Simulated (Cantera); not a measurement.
Mixture: C3H8 : O2 : N2 : H2O = 1 : 5.49 : 15.4 : 1.9 (molar parts), equivalence ratio 0.91, at 14.0 bar, adiabatic and at constant volume. Ignition delay is the time to a rise of 400 K.

Detailed kinetics in Cantera: GRI-Mech 3.0 (53 species, 325 reactions). GRI-Mech 3.0 was tuned for natural gas; its chemistry of propane as a main component is partial and can be far from experiment. The pressure lies above the range GRI-Mech 3.0 was tuned for (to about 10 atm).

Q: Predict: delay at 1000 K; delay at 1150 K; delay at 1300 K; delay at 1450 K; apparent activation energy between 1375 and 1525 K.

A: 
| Quantity | Result |
|---|---|
| delay at 1000 K | 38.8 ms |
| delay at 1150 K | 2.41 ms |
| delay at 1300 K | 0.195 ms |
| delay at 1450 K | 24.0 µs |
| apparent activation energy between 1375 and 1525 K | 210 kJ/mol |
